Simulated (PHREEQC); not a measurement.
Consider water at 83 °C with 0.028 mol/kgw NaOH and 0.00063 mol/kgw NaAlO2. It is in equilibrium with CO2 at log p = -3.4 (atm). Otherwise closed; pH follows from the charge balance.

Computed with PHREEQC (ion-association model, phreeqc.dat).

```json
{
  "pH": "9.48",
  "ionic_strength": "0.0245 mol/kgw",
  "specific_conductance": "4960 µS/cm",
  "total_alkalinity": "30.5 meq/kg"
}
```

```json
[
 {"species": "Na+", "molality": "0.0217", "activity": "0.0184", "log γ": "-0.072"},
 {"species": "HCO3-", "molality": "0.00766", "activity": "0.00652", "log γ": "-0.070"},
 {"species": "NaCO3-", "molality": "0.00685", "activity": "0.00578", "log γ": "-0.074"},
 {"species": "CO3-2", "molality": "0.00278", "activity": "0.00146", "log γ": "-0.280"},
 {"species": "OH-", "molality": "0.00105", "activity": "0.000880", "log γ": "-0.076"},
 {"species": "Al(OH)4-", "molality": "0.000630", "activity": "0.000533", "log γ": "-0.073"},
 {"species": "NaHCO3", "molality": "5.10e-5", "activity": "5.13e-5", "log γ": "0.002"}
]
```

Precipitation was switched off in this run. Complexes and solids missing from the database can't appear. At this temperature some constants are extrapolated from 25 °C, and those without enthalpy data are left unchanged.
